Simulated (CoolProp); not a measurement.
Nitrous oxide along the isotherm 326.4 K: density (kg/m³) from the reference equation and from simpler models built on Tc = 309.5 K, pc = 7.245 MPa, ω = 0.161; each cubic takes its own stable root.

Values from CoolProp's reference Helmholtz-energy equation of state, Lemmon 2006. It is a short technical equation, of lower accuracy than the large ones.

```json
[
 {"p (MPa)": "0.0344", "phase": "gas", "reference": "0.5587", "van der Waals": "0.5586", "Redlich-Kwong": "0.5587", "Soave-Redlich-Kwong": "0.5587"},
 {"p (MPa)": "0.0651", "phase": "gas", "reference": "1.059", "van der Waals": "1.058", "Redlich-Kwong": "1.059", "Soave-Redlich-Kwong": "1.059"},
 {"p (MPa)": "0.124", "phase": "gas", "reference": "2.021", "van der Waals": "2.020", "Redlich-Kwong": "2.021", "Soave-Redlich-Kwong": "2.021"},
 {"p (MPa)": "0.234", "phase": "gas", "reference": "3.831", "van der Waals": "3.827", "Redlich-Kwong": "3.831", "Soave-Redlich-Kwong": "3.831"},
 {"p (MPa)": "0.444", "phase": "gas", "reference": "7.333", "van der Waals": "7.319", "Redlich-Kwong": "7.333", "Soave-Redlich-Kwong": "7.331"},
 {"p (MPa)": "0.841", "phase": "gas", "reference": "14.13", "van der Waals": "14.08", "Redlich-Kwong": "14.13", "Soave-Redlich-Kwong": "14.12"},
 {"p (MPa)": "1.6", "phase": "gas", "reference": "27.81", "van der Waals": "?", "Redlich-Kwong": "27.81", "Soave-Redlich-Kwong": "27.78"},
 {"p (MPa)": "3.02", "phase": "gas", "reference": "?", "van der Waals": "55.67", "Redlich-Kwong": "?", "Soave-Redlich-Kwong": "?"},
 {"p (MPa)": "5.73", "phase": "gas", "reference": "128.5", "van der Waals": "?", "Redlich-Kwong": "128.5", "Soave-Redlich-Kwong": "?"},
 {"p (MPa)": "10.9", "phase": "supercritical", "reference": "?", "van der Waals": "463.2", "Redlich-Kwong": "?", "Soave-Redlich-Kwong": "468.1"}
]
```

**Question.** Complete the blanks.

**Answer.** 
- 1.6, van der Waals: 27.62
- 3.02, reference: 56.41
- 3.02, Redlich-Kwong: 56.42
- 3.02, Soave-Redlich-Kwong: 56.25
- 5.73, van der Waals: 125.7
- 5.73, Soave-Redlich-Kwong: 127.3
- 10.9, reference: 550.6
- 10.9, Redlich-Kwong: 493.8
